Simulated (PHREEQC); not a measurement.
Make-up at 20 °C: 0.0096 mol/kgw Cu(NO3)2 and 0.0091 mol/kgw KCl. Closed to the air; pH follows from the charge balance.

Equilibrium calculation in PHREEQC: ion-association model, wateq4f.dat.

The pH is 4.83 and the ionic strength is 0.0377 mol/kgw.

```csv
species,molality,activity,log γ
NO3-,0.0192,0.0159,-0.082
Cu+2,0.00949,0.00493,-0.284
K+,0.00910,0.00757,-0.080
Cl-,0.00901,0.00750,-0.080
CuCl+,9.29e-5,7.76e-5,-0.078
H+,1.70e-5,1.47e-5,-0.062
Cu2(OH)2+2,6.01e-6,2.97e-6,-0.306
CuOH+,4.01e-6,3.35e-6,-0.078
Cu(OH)2,4.72e-7,4.76e-7,0.004
CuCl2,2.93e-7,2.96e-7,0.004
```

This is a speciation only: nothing precipitates in the calculation. Saturation is exceeded, for instance for Atacamite; the values hold only as long as no solid forms. Complexes and solids missing from the database can't appear.
